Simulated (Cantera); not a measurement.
Standard-state values (1 bar) from the NASA 1993 polynomials, evaluated with Cantera. Values are per mole of reaction as written; species without (g) are pure solids or liquids, kept so even where they would boil at 1 bar.

2 Sr + O2(g) → 2 SrO

```json
[
 {"T (K)": "1225", "ΔH° (kJ)": "-1190.9", "ΔS° (J/K)": "-204.9", "ΔG° (kJ)": "-939.9", "log10 K": "40.08"},
 {"T (K)": "1325", "ΔH° (kJ)": "(withheld)", "ΔS° (J/K)": "(withheld)", "ΔG° (kJ)": "(withheld)", "log10 K": "(withheld)"},
 {"T (K)": "1425", "ΔH° (kJ)": "(withheld)", "ΔS° (J/K)": "(withheld)", "ΔG° (kJ)": "(withheld)", "log10 K": "(withheld)"},
 {"T (K)": "1525", "ΔH° (kJ)": "-1188.6", "ΔS° (J/K)": "-203.2", "ΔG° (kJ)": "-878.7", "log10 K": "30.10"},
 {"T (K)": "1625", "ΔH° (kJ)": "-1187.6", "ΔS° (J/K)": "-202.6", "ΔG° (kJ)": "-858.4", "log10 K": "27.59"}
]
```

Task: What belongs in the gaps?

Result: 
- 1325, ΔH° (kJ): -1190.3
- 1325, ΔS° (J/K): -204.4
- 1325, ΔG° (kJ): -919.5
- 1325, log10 K: 36.25
- 1425, ΔH° (kJ): -1189.5
- 1425, ΔS° (J/K): -203.8
- 1425, ΔG° (kJ): -899.1
- 1425, log10 K: 32.95
